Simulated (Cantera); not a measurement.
CH3F + CH4 + H2 + F2 (fluorocarbon and chlorocarbon gases)

Feed: 1 mol CH3F, 0.0082 mol CH4, 0.23 mol H2, 0.027 mol F2, held at 15.0 mbar.

These are equilibrium values from Cantera (NASA tables, ideal gas, pure condensed phases), not measurements of a reactor. Candidate condensed phases: C, C6H6, C7H8, C8H18; 95 gas species. Equilibrium is a limit: real reactors are often held back by kinetics, nucleation or transport.

From 1050 K to 3050 K the condensed part is C(graphite). The main C-bearing gas is CH4 at 1050 K and C3 at 3050 K.

```json
[
 {"T (K)": "1050", "x H2": "0.536", "x H": "4.85e-8", "x HF": "0.464", "x C3": "<1e-12", "x F": "<1e-12", "x C2H2 (acetylene)": "2.22e-9", "x C2H": "<1e-12", "x C": "<1e-12", "n C(graphite)": "1.01"},
 {"T (K)": "1250", "x H2": "0.536", "x H": "2.89e-6", "x HF": "0.464", "x C3": "<1e-12", "x F": "7.89e-12", "x C2H2 (acetylene)": "1.35e-7", "x C2H": "<1e-12", "x C": "<1e-12", "n C(graphite)": "1.01"},
 {"T (K)": "1450", "x H2": "0.536", "x H": "5.66e-5", "x HF": "0.464", "x C3": "<1e-12", "x F": "9.25e-10", "x C2H2 (acetylene)": "2.61e-6", "x C2H": "<1e-12", "x C": "<1e-12", "n C(graphite)": "1.01"},
 {"T (K)": "1650", "x H2": "0.536", "x H": "0.000543", "x HF": "0.463", "x C3": "<1e-12", "x F": "3.45e-8", "x C2H2 (acetylene)": "2.44e-5", "x C2H": "1.08e-10", "x C": "<1e-12", "n C(graphite)": "1.01"},
 {"T (K)": "1850", "x H2": "0.534", "x H": "0.00321", "x HF": "0.463", "x C3": "3.38e-11", "x F": "5.93e-7", "x C2H2 (acetylene)": "0.000140", "x C2H": "9.05e-9", "x C": "6.16e-11", "n C(graphite)": "1.01"},
 {"T (K)": "2050", "x H2": "0.526", "x H": "0.0134", "x HF": "0.461", "x C3": "6.14e-9", "x F": "5.90e-6", "x C2H2 (acetylene)": "0.000558", "x C2H": "3.15e-7", "x C": "5.80e-9", "n C(graphite)": "1.01"},
 {"T (K)": "2250", "x H2": "0.502", "x H": "0.0430", "x HF": "0.454", "x C3": "4.33e-7", "x F": "3.94e-5", "x C2H2 (acetylene)": "0.00168", "x C2H": "5.70e-6", "x C": "2.43e-7", "n C(graphite)": "1.00"},
 {"T (K)": "2450", "x H2": "0.448", "x H": "0.110", "x HF": "0.438", "x C3": "1.50e-5", "x F": "0.000196", "x C2H2 (acetylene)": "0.00391", "x C2H": "6.17e-5", "x C": "5.50e-6", "n C(graphite)": "0.989"},
 {"T (K)": "2650", "x H2": "0.354", "x H": "0.228", "x HF": "0.410", "x C3": "0.000298", "x F": "0.000796", "x C2H2 (acetylene)": "0.00695", "x C2H": "0.000433", "x C": "7.75e-5", "n C(graphite)": "0.967"},
 {"T (K)": "2850", "x H2": "0.231", "x H": "0.381", "x HF": "0.369", "x C3": "0.00385", "x F": "0.00283", "x C2H2 (acetylene)": "0.00907", "x C2H": "0.00205", "x C": "0.000752", "n C(graphite)": "0.905"},
 {"T (K)": "3050", "x H2": "0.113", "x H": "0.505", "x HF": "0.311", "x C3": "0.0351", "x F": "0.00938", "x C2H2 (acetylene)": "0.00813", "x C2H": "0.00668", "x C": "0.00539", "n C(graphite)": "0.503"}
]
```
x: gas mole fraction; n: condensed amount in mol.
